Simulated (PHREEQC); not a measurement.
Consider water at 80 °C with 0.022 mol K2CO3 and 0.0057 mol KNO3 per kg of water. Closed to the air; pH follows from the charge balance.

Computed with PHREEQC (ion-association model, phreeqc.dat).

| Item | Value |
|---|---|
| pH | 10.25 |
| ionic strength | 0.0657 mol/kgw |
| specific conductance | 15800 µS/cm |
| density | 0.975 g/cm³ |
| total alkalinity | 44.0 meq/kg |

```tsv
species	molality	activity	log γ
K+	0.0497	0.0385	-0.111
CO3-2	0.0160	0.00639	-0.399
OH-	0.00598	0.00462	-0.112
HCO3-	0.00598	0.00475	-0.100
NO3-	0.00570	0.00436	-0.116
CO2	5.69e-7	5.78e-7	0.007
```

This is a speciation only: nothing precipitates in the calculation. At this temperature some constants are extrapolated from 25 °C, and those without enthalpy data are left unchanged.
